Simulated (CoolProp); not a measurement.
Vapour-liquid equilibrium of R22 (1) + R142b (2) at 272.6 K; x and y are mole fractions of (1).

The numbers come from the multi-fluid Helmholtz-energy mixture model, Kamei 1995 and Lemmon 2006; pair parameters Bell 2016 in CoolProp.

Problem. Give the bubble pressure and the first vapour's composition at x = 0.35, 0.55, 0.65. Is there an azeotrope?

Solution. x = 0.35: 251.9 kPa, y = 0.617; x = 0.55: 318.6 kPa, y = 0.787; x = 0.65: 354.2 kPa, y = 0.851. No azeotrope shows between x = 0.05 and 0.95.

The pair parameters rest on a limited set of measurements; away from them the model extrapolates.
